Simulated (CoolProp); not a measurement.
Properties of hexamethyldisiloxane (MM) at several states (Tc = 518.7 K, pc = 1.931 MPa, ω = 0.418).

Model: reference Helmholtz-energy equation of state, Thol 2016, in CoolProp.

| T (K) | p (MPa) | phase | density (kg/m³) | cp (kJ/(kg K)) | speed of sound (m/s) | fugacity coefficient |
|---|---|---|---|---|---|---|
| 431.5 | 6.03 | liquid | 626.7 | 2.242 | 535.3 | 0.08966 |
| 230.3 | 0.0266 | liquid | 829.3 | 1.755 | 1127 | 0.001819 |
| 362.4 | 0.0195 | gas | 1.065 | 1.665 | 136.7 | 0.9872 |
| 492.9 | 5.35 | liquid | 541.0 | 2.431 | 360.9 | 0.2361 |
| 532.3 | 0.0284 | gas | 1.047 | 2.089 | 166.4 | 0.9952 |
| 500.8 | 1.26 | gas | 75.86 | 2.414 | 103.3 | 0.7420 |
